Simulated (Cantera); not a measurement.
A closed system holds: 1 mol Si2Cl6, 0.0039 mol Cl2, 290 mol N2.

These are equilibrium values from Cantera (NASA tables, ideal gas, pure condensed phases), not measurements of a reactor. Candidate condensed phases: Si, Si3N4; 13 gas species. The feed counts by its element totals alone. N2 is the only nitrogen source here; it is nearly inert below about 1500 K, so the nitride shown seldom forms there in practice. The tables' values for SiCl3 are old estimates. Kinetics and transport are ignored.

Stable condensed phases, one row left out:

```
T in °C \ P in Pa
            100    260    670   1700   4500  12000  30000  77000 200000
   1477       A      A      A      A      A      A      A      A      A
   1402       A      A      A      A      A      A      A      A      A
   1327       A      A      A      A      A      A      A      A      B
   1252       A      A      A      A      A      A      A      B      B
   1177       A      A      A      A      A      B      B      B      B
   1027       A      A      B      B      B      B      B      B      B
    952       B      B      B      B      B      B      B      B      B
    877       B      B      B      B      B      B      B      B      B
    802       B      B      B      B      B      B      B      B      B
    727       B      B      B      B      B      B      B      B      B
    652       B      B      B      B      B      B      B      B      B
    577       B      B      B      B      B      B      B      B      B
```

A: gas only; B: Si3N4.

Q: Give the row for 1102 °C.

A: 100: gas only; 260: gas only; 670: gas only; 1700: gas only; 4500: Si3N4; 12000: Si3N4; 30000: Si3N4; 77000: Si3N4; 200000: Si3N4.
